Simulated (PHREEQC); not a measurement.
NaHCO3 is added in steps, without added water, to 1 kg of water holding 0.00091 mol Ca(HCO3)2 and 0.013 mol Na2SO4, at 25 °C. The system is closed to CO2. Only these solids could form: Calcite, Burkeite, Gaylussite, Glauberite, Gypsum, Anhydrite, Mirabilite, Nahcolite, Natron, Pirssonite, Portlandite, Thenardite, Trona.

Base run: PHREEQC, Pitzer model, pitzer.dat. Each further column changes one thing. The table gives Ca+2 (mol/kgw).

```
NaHCO3 added (mol)      base  database phreeqc.dat, Debye-Hückel limiting law  database phreeqc.dat  database phreeqc.dat, all activity coefficients set to 1  database phreeqc.dat, metal-ligand complexes left out
------------------  --------  -----------------------------------------------  --------------------  --------------------------------------------------------  -----------------------------------------------------
0                   0.000910                                         0.000675              0.000590                                                  0.000301                                               0.000896
0.0065              0.000643                                         0.000551              0.000441                                                  0.000194                                               0.000582
0.013               0.000398                                         0.000396              0.000288                                                  0.000110                                               0.000337
0.0195              0.000258                                         0.000292              0.000195                                                   6.68e-5                                               0.000209
0.02275             0.000214                                         0.000256              0.000164                                                   5.40e-5                                               0.000171
0.02925             0.000156                                         0.000205              0.000123                                                   3.77e-5                                               0.000122
0.03575             0.000121                                         0.000173               9.74e-5                                                   2.83e-5                                                9.35e-5
0.04225              9.86e-5                                         0.000152               8.07e-5                                                (withheld)                                                7.53e-5
0.04875              8.35e-5                                         0.000137               6.91e-5                                                (withheld)                                                6.29e-5
0.05525              7.26e-5                                         0.000127               6.07e-5                                                   1.57e-5                                                5.41e-5
0.0585               6.83e-5                                         0.000123               5.74e-5                                                   1.46e-5                                                5.06e-5
0.065                6.13e-5                                         0.000116               5.18e-5                                                (withheld)                                                4.49e-5
0.0715               5.58e-5                                       (withheld)               4.75e-5                                                   1.15e-5                                                4.05e-5
0.078                5.13e-5                                         0.000108               4.41e-5                                                   1.05e-5                                                3.69e-5
```

Problem. What belongs in the gaps?

Solution. 
- 0.04225, database phreeqc.dat, all activity coefficients set to 1: 2.24e-5
- 0.04875, database phreeqc.dat, all activity coefficients set to 1: 1.85e-5
- 0.065, database phreeqc.dat, all activity coefficients set to 1: 1.29e-5
- 0.0715, database phreeqc.dat, Debye-Hückel limiting law: 0.000111

 pitzer.dat has no redox and few complexes: it carries them in its interaction parameters. Solids allowed in the column 'database phreeqc.dat, Debye-Hückel limiting law': Calcite, Anhydrite. Solids allowed in the column 'database phreeqc.dat': Calcite, Anhydrite. Solids allowed in the column 'database phreeqc.dat, all activity coefficients set to 1': Calcite, Anhydrite. Solids allowed in the column 'database phreeqc.dat, metal-ligand complexes left out': Calcite, Anhydrite.
